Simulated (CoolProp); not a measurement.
Nitrogen along the isotherm 141.6 K: density (kg/m³) from the reference equation and from simpler models built on Tc = 126.2 K, pc = 3.396 MPa, ω = 0.037; each cubic takes its own stable root.

Model: reference Helmholtz-energy equation of state, Span 2000, in CoolProp.

```json
[
 {"p (MPa)": "0.463", "phase": "gas", "reference": "11.39"},
 {"p (MPa)": "0.926", "phase": "gas", "reference": "23.60"},
 {"p (MPa)": "1.39", "phase": "gas", "reference": "36.82"},
 {"p (MPa)": "1.85", "phase": "gas", "reference": "51.09"},
 {"p (MPa)": "2.32", "phase": "gas", "reference": "67.15"},
 {"p (MPa)": "2.78", "phase": "gas", "reference": "84.68"},
 {"p (MPa)": "3.24", "phase": "gas", "reference": "104.5"},
 {"p (MPa)": "3.7", "phase": "supercritical", "reference": "127.4"},
 {"p (MPa)": "4.17", "phase": "supercritical", "reference": "154.9"},
 {"p (MPa)": "4.63", "phase": "supercritical", "reference": "187.3"},
 {"p (MPa)": "5.09", "phase": "supercritical", "reference": "226.3"}
]
```

How far does each simpler model (ideal gas, Soave-Redlich-Kwong, Peng-Robinson) lie from the reference over these 11 states: mean and median of the absolute difference, and the worst?


- ideal gas: mean 23.1 %, median 21.9 %, worst -46.5 % at 141.6 K and 5.09 MPa
- Soave-Redlich-Kwong: mean 0.6 %, median 0.3 %, worst -2.7 % at 141.6 K and 5.09 MPa
- Peng-Robinson: mean 3.0 %, median 3.4 %, worst +4.6 % at 141.6 K and 4.17 MPa
